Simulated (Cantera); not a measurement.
**Adiabatic ignition**

An adiabatic, constant-pressure homogeneous reactor starts with CH₄ : O₂ : N₂ : H₂O = 1 : 3.45 : 13 : 2.5 (molar parts), at 1198 K and 1.00 bar.

Detailed kinetics in Cantera: GRI-Mech 3.0 (53 species, 325 reactions).

```tsv
t (s)	T (K)	x CH₄	x O₂	x H₂O	x CO	x H₂O₂	x C₂H₂
1.00e-6	1198	0.0501	0.173	0.125	<1e-12	<1e-12	<1e-12
2.82e-6	1198	0.0501	0.173	0.125	<1e-12	<1e-12	<1e-12
7.95e-6	1198	0.0501	0.173	0.125	<1e-12	4.29e-12	<1e-12
2.24e-5	1198	0.0501	0.173	0.125	<1e-12	3.30e-11	<1e-12
6.31e-5	1198	0.0501	0.173	0.125	<1e-12	2.39e-10	<1e-12
0.000178	1198	0.0501	0.173	0.125	3.67e-12	1.49e-9	<1e-12
0.000502	1198	0.0501	0.173	0.125	9.68e-11	6.76e-9	<1e-12
0.00141	1198	0.0501	0.173	0.125	3.53e-9	1.94e-8	<1e-12
0.00399	1198	0.0501	0.173	0.125	2.09e-7	2.87e-8	1.69e-12
0.0112	1199	0.0500	0.173	0.125	6.48e-6	7.03e-8	1.53e-10
0.0317	1204	0.0489	0.172	0.126	0.000216	5.81e-7	2.22e-8
0.0893	2174	<1e-12	0.0715	0.222	0.000929	1.87e-7	<1e-12
0.252	2171	<1e-12	0.0706	0.222	0.000912	1.84e-7	<1e-12
0.710	2166	<1e-12	0.0693	0.222	0.000890	1.80e-7	<1e-12
2.00	2164	<1e-12	0.0688	0.222	0.000882	1.79e-7	<1e-12
```
x: mole fraction; the columns are a selection and need not sum to one.

```json
{
 "time_of_steepest_temperature_rise": "45.5 ms",
 "temperature at 2.00 s": "2164 K",
 "equilibrium_temperature": "2164 K",
 "x(CH₄) at 2.00 s": "<1e-12 (gas-phase equilibrium <1e-12)",
 "x(O₂) at 2.00 s": "0.0688 (gas-phase equilibrium 0.0688)",
 "x(H₂O) at 2.00 s": "0.222 (gas-phase equilibrium 0.222)"
}
```
